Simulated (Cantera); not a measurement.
# Equilibrium for silicon oxide and oxynitride deposition: SiH4 + O3 + N2

A closed system holds: 1 mol SiH4, 0.99 mol O3, 24 mol N2, at 0.270 bar.

Equilibrium computed with Cantera from the NASA thermochemical tables; the gas is ideal and each condensed phase is pure. Candidate condensed phases: H2O, Si, SiO2, Si2N2O, Si3N4; 35 gas species. The tables hold silica as quartz up to 1696 K and as liquid above; real silica turns to tridymite and cristobalite and melts near 1996 K. Gases not in the tables: Si(OH)4. Kinetics and transport are ignored.

From 1098 K to 1598 K the condensed part is SiO2(β-quartz). At 1698 K the condensed part is SiO2(condensed).

```csv
T (K),log p N2,log p H2,log p H2O,log p H,log p OH,log p SiO,n SiO2(β-quartz),n SiO2(condensed)
1098,-0.60,-1.97,-2.00,-8.59,-10.97,<-12,1.00,0
1198,-0.60,-1.97,-2.00,-7.71,-9.83,<-12,1.00,0
1298,-0.60,-1.97,-2.00,-6.96,-8.87,-11.68,1.00,0
1398,-0.60,-1.97,-2.00,-6.31,-8.04,-10.12,1.00,0
1498,-0.60,-1.97,-2.00,-5.75,-7.32,-8.77,1.00,0
1598,-0.60,-1.97,-2.00,-5.26,-6.70,-7.59,1.000,0
1698,-0.60,-1.97,-2.00,-4.83,-6.14,-6.55,0,1.000
```
log p: log10 of the partial pressure in bar; n: condensed amount in mol.
